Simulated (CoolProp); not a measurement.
The fluid at 298.15 K and 0.014 MPa expands adiabatically to 0.00871 MPa with isentropic efficiency 0.9. The same conditions are run with several fluids, on thermodynamics alone (safety and materials aside).

Computed with CoolProp (reference Helmholtz-energy equation of state of each fluid (methanol: de Reuck 1993; cis-2-butene: Lemmon 2005; CH3F (R41): Lemmon 2006; R124: de Vries 1995; R152A: Outcalt 1996)).

Question: Rank methanol, cis-2-butene, CH3F (R41), R124, R152A by work (kJ/kg), highest first.

Answer: methanol (31.5), CH3F (R41) (29.5), cis-2-butene (18.3), R152A (15.5), R124 (7.58)

| fluid | final temperature (K) | final phase | final density (kg/m³) |
|---|---|---|---|
| methanol | 285.9 | two-phase, vapour fraction 0.990 | 0.121 |
| cis-2-butene | 285.1 | gas | 0.207 |
| CH3F (R41) | 270.8 | gas | 0.132 |
| R124 | 287.5 | gas | 0.499 |
| R152A | 282.6 | gas | 0.245 |
